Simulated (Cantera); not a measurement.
Charge: 1 mol SiCl4, 37 mol NH3, 9.4 mol H2, at 0.0100 bar.

Cantera equilibrium calculation (NASA polynomials, part measured and part estimated; ideal gas, pure solids and liquids). Candidate condensed phases: NH4Cl, Si, Si3N4; 28 gas species. Gases not in the tables: Si2H6 and higher silanes. Rates play no part.

Problem. What share of the Si ends up in condensed phases as a function of T (°C), at 427, 627, 827, 1027, 1227, 1427, 1627, 1827?

Solution. 
```
T (°C)  Si condensed (%)        as
------  ----------------  --------
427                 99.9  Si3N4(s)
627                100.0  Si3N4(s)
827                100.0  Si3N4(s)
1027                99.7  Si3N4(s)
1227                93.8  Si3N4(s)
1427                54.6  Si3N4(s)
1627                43.0     Si(l)
1827                 0.0         -
```
